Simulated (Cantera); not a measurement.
Feed: 1 mol B2O3, 1.4 mol N2, 3.5 mol H2, equilibrated at 2448 K and 1000 Pa.

Cantera equilibrium calculation (NASA polynomials, part measured and part estimated; ideal gas, pure solids and liquids). Candidate condensed phases: B, BN, B2O3, B3O3H3, H2O; 39 gas species. Kinetics and transport are ignored.

Base state: H2 0.393, N2 0.211, H 0.125, BO 0.0891, HBO2 0.0736, B2O3 0.0496, HBO 0.0279, H2O 0.0205 (mole fractions); condensed: gas only.

Problem. What changes in the equilibrium state with this change: temperature from 2448 K to 1448 K?

Solution. 
| species | before | after |
|---|---|---|
| H2 | 0.393 | 0.708 |
| N2 | 0.211 | 0.284 |
| HBO2 | 0.0736 | 0.00425 |
| H | 0.125 | 7.76e-5 |
| BO | 0.0891 | 4.54e-6 |
| B2O3 | 0.0496 | 0.000719 |
| H2O | 0.0205 | 0.000799 |
| HBO | 0.0279 | 0.00147 |
| OH | 0.00127 | 2.08e-9 |
| BO2 | 0.00548 | 1.37e-8 |
| O | 0.000267 | <1e-9 |
| NO | 5.67e-5 | <1e-9 |
| BN(s), mol | 0 | 0.00707 |
| B2O3(l), mol | 0 | 0.979 |
N2 is the only nitrogen source here; it is nearly inert below about 1500 K, so the nitride shown seldom forms there in practice. Mutual solubility and eutectic melting of coexisting phases are not modelled.

Problem. What changes in the equilibrium state with this change: temperature from 2448 K to 2100 K?

Solution. 
```csv
species,before,after
H2,0.393,0.506
N2,0.211,0.232
B2O3,0.0496,0.0896
H,0.125,0.0222
BO,0.0891,0.0243
H2O,0.0205,0.00646
HBO,0.0279,0.0418
HBO2,0.0736,0.0690
O,0.000267,1.05e-6
NO,5.67e-5,8.90e-7
OH,0.00127,3.37e-5
BO2,0.00548,0.000434
```
